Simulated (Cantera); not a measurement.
# Reactions in the system B-F-O

Standard-state values (1 bar) from the NASA 1993 polynomials, evaluated with Cantera. Values are per mole of reaction as written; species without (g) are pure solids or liquids, kept so even where they would boil at 1 bar.

3 O(g) + 2 BF3(g) = 6 F(g) + B2O3(g)

```csv
T (K),ΔH° (kJ),ΔS° (J/K),ΔG° (kJ),log10 K
2323,1185.3,276.0,544.1,-12.23
2398,1185.7,276.2,523.4,-11.40
2473,1186.0,276.3,502.6,-10.62
2548,1186.3,276.5,481.9,-9.88
2623,1186.7,276.6,461.2,-9.18
2698,1187.0,276.7,440.4,-8.53
2773,1187.3,276.8,419.7,-7.90
2848,1187.6,276.9,398.9,-7.32
2923,1188.0,277.1,378.1,-6.76
```

6 B2O3(g) + 12 F(g) = 4 B3O3F3(g) + 3 O2(g)

```json
[
 {"T (K)": "2323", "ΔH° (kJ)": "-5360.1", "ΔS° (J/K)": "-1638.0", "ΔG° (kJ)": "-1555.2", "log10 K": "34.97"},
 {"T (K)": "2398", "ΔH° (kJ)": "-5356.4", "ΔS° (J/K)": "-1636.4", "ΔG° (kJ)": "-1432.4", "log10 K": "31.20"},
 {"T (K)": "2473", "ΔH° (kJ)": "-5352.6", "ΔS° (J/K)": "-1634.8", "ΔG° (kJ)": "-1309.7", "log10 K": "27.66"},
 {"T (K)": "2548", "ΔH° (kJ)": "-5348.8", "ΔS° (J/K)": "-1633.3", "ΔG° (kJ)": "-1187.2", "log10 K": "24.34"},
 {"T (K)": "2623", "ΔH° (kJ)": "-5344.9", "ΔS° (J/K)": "-1631.8", "ΔG° (kJ)": "-1064.7", "log10 K": "21.20"},
 {"T (K)": "2698", "ΔH° (kJ)": "-5341.1", "ΔS° (J/K)": "-1630.3", "ΔG° (kJ)": "-942.4", "log10 K": "18.25"},
 {"T (K)": "2773", "ΔH° (kJ)": "-5337.2", "ΔS° (J/K)": "-1628.9", "ΔG° (kJ)": "-820.2", "log10 K": "15.45"},
 {"T (K)": "2848", "ΔH° (kJ)": "-5333.2", "ΔS° (J/K)": "-1627.5", "ΔG° (kJ)": "-698.1", "log10 K": "12.80"},
 {"T (K)": "2923", "ΔH° (kJ)": "-5329.3", "ΔS° (J/K)": "-1626.1", "ΔG° (kJ)": "-576.1", "log10 K": "10.29"}
]
```
